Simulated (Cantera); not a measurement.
An isothermal, constant-pressure homogeneous reactor starts with CH4 : H2 = 1 : 1.4 (molar parts), at 1848 K and 920 Pa. Integrator tolerance rtol = 1e-08.

Detailed kinetics in Cantera: GRI-Mech 3.0 (53 species, 325 reactions). GRI-Mech 3.0 stops at C3 and has no aromatics, soot or wall deposition, so with more carbon than oxygen in the feed, carbon stays in small species such as C2H2 where larger ones or solid carbon would form. Radical loss at walls, strong at low pressure, is not modelled.

Problem. What does this change do: temperature 1848 to 1025 K?

Solution. 
```tsv
quantity	before	after
x(CH4) at 5.00 s	0.000228 (gas-phase equilibrium 0.000112)	0.417 (gas-phase equilibrium 0.392)
x(H2) at 5.00 s	0.848 (gas-phase equilibrium 0.848)	0.583 (gas-phase equilibrium 0.598)
x(C2H6) at 5.00 s	5.05e-10 (gas-phase equilibrium 1.52e-10)	5.14e-11 (gas-phase equilibrium 5.63e-5)
x(H) at 5.00 s	0.00512 (gas-phase equilibrium 0.00513)	1.01e-9 (gas-phase equilibrium 3.54e-8)
x(C2H4) at 5.00 s	1.92e-5 (gas-phase equilibrium 1.92e-5)	1.52e-12 (gas-phase equilibrium 0.00580)
x(CH2) at 5.00 s	1.93e-7 (gas-phase equilibrium 9.61e-8)	<1e-12 (gas-phase equilibrium <1e-12)
```

Problem. What does this change do: CH4 1 to 8.9 parts?

Solution. 
```tsv
quantity	before	after
x(CH4) at 5.00 s	0.000228 (gas-phase equilibrium 0.000112)	0.000206 (gas-phase equilibrium 0.000120)
x(H2) at 5.00 s	0.848 (gas-phase equilibrium 0.848)	0.764 (gas-phase equilibrium 0.764)
x(C2H6) at 5.00 s	5.05e-10 (gas-phase equilibrium 1.52e-10)	4.73e-10 (gas-phase equilibrium 1.94e-10)
x(H) at 5.00 s	0.00512 (gas-phase equilibrium 0.00513)	0.00486 (gas-phase equilibrium 0.00487)
x(C2H4) at 5.00 s	1.92e-5 (gas-phase equilibrium 1.92e-5)	2.73e-5 (gas-phase equilibrium 2.73e-5)
x(CH2) at 5.00 s	1.93e-7 (gas-phase equilibrium 9.61e-8)	1.94e-7 (gas-phase equilibrium 1.15e-7)
```
